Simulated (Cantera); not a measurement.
Cantera run:

```python
import numpy as np
import cantera as ct

gas_names = """
    AL ALCL ALCL2 ALCL3 ALH ALN AL2 AL2CL6 CL CL2 H HCL H2 N NH NH2 NH3 N2 N2H2 N2H4
""".split()
cond_names = """
    AL(cr) AL(L) ALCL3(s) ALCL3(L) ALN(s) NH4CL(a) NH4CL(b)
""".split()


# ... load() reads the species with a 1 bar reference pressure and builds the phases ...
atoms = {
    'Al': {'AL': 1},
    'HCl': {'H': 1, 'CL': 1},
    'N2': {'N': 2},
}
top_T = {'ALN(s)': 2750}  # K; cautious upper limits of use, not melting points


# ... equilibrate(T, P, feed) seeds the gas with the atoms and calls Mixture.equilibrate('TP', solver="vcs", rtol=1e-11, max_steps=5000) ...
results = []
feed = {'Al': 1, 'HCl': 18, 'N2': 36}  # mol
T = 948.15  # K
P = 8200  # Pa
mix = equilibrate(T, P, feed)
results.append((T, P, feed, dict(zip(mix.species_names, mix.species_moles))))
x = sorted(zip(gas.X, gas.species_names), reverse=True)
print(f"T = {T:g} K  P = {P:g} Pa  gas = {mix.phase_moles(0):.4g} mol")
print("   x: " + "  ".join(f"{s} {v:.3e}" for v, s in x if v > 0.0001))
print("   condensed (mol): " + ("  ".join(f"{mix.phase(i).name} {mix.phase_moles(i):.4g}"
      for i in range(1, mix.n_phases) if mix.phase_moles(i) > 1e-12) or "none"))
```

It prints:

```
T = 948.15 K  P = 8200 Pa  gas = 53.5 mol
   x: N2 6.729e-01  HCL 2.804e-01  H2 2.804e-02  ALCL3 1.868e-02
   condensed (mol): none
```

Cantera equilibrium calculation (NASA polynomials, part measured and part estimated; ideal gas, pure solids and liquids).
